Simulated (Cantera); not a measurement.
A closed system holds: 1 mol Si, 11 mol HCl, at 0.000120 bar.

Method: chemical equilibrium by Gibbs-energy minimisation in Cantera with the NASA 1993 tables (ideal gas, pure condensed phases). Candidate condensed phases: Si; 19 gas species. The tables' values for SiCl3, SiCl are old estimates; treat these amounts as uncertain. Kinetics and transport are ignored.

x: gas mole fraction; nothing condenses.

| T (K) | x HCl | x H2 | x SiCl4 | x SiCl2 | x SiCl3 | x Cl |
|---|---|---|---|---|---|---|
| 875 | 0.700 | 0.200 | 0.0999 | 7.17e-7 | 3.52e-5 | 7.09e-9 |
| 950 | 0.700 | 0.200 | 0.0996 | 1.85e-5 | 0.000235 | 7.58e-8 |
| 1025 | 0.701 | 0.199 | 0.0982 | 0.000289 | 0.00117 | 5.77e-7 |
| 1100 | 0.707 | 0.194 | 0.0920 | 0.00281 | 0.00431 | 3.40e-6 |
| 1175 | 0.727 | 0.175 | 0.0721 | 0.0150 | 0.0105 | 1.70e-5 |
| 1250 | 0.761 | 0.144 | 0.0410 | 0.0391 | 0.0150 | 7.57e-5 |
| 1325 | 0.789 | ? | ? | ? | 0.0140 | ? |
| 1400 | 0.804 | 0.103 | 0.00595 | 0.0756 | 0.0103 | 0.000914 |
| 1475 | 0.808 | 0.0977 | ? | 0.0825 | 0.00685 | ? |
| 1550 | 0.806 | 0.0963 | 0.000644 | 0.0857 | 0.00445 | 0.00596 |
| 1625 | 0.797 | 0.0975 | 0.000224 | 0.0872 | 0.00290 | 0.0129 |

### Question
Some entries are withheld; supply them.

### Answer

- 1475, x SiCl4: 0.00194
- 1475, x Cl: 0.00248
- 1325, x H2: 0.117
- 1325, x SiCl4: 0.0172
- 1325, x SiCl2: 0.0618
- 1325, x Cl: 0.000288
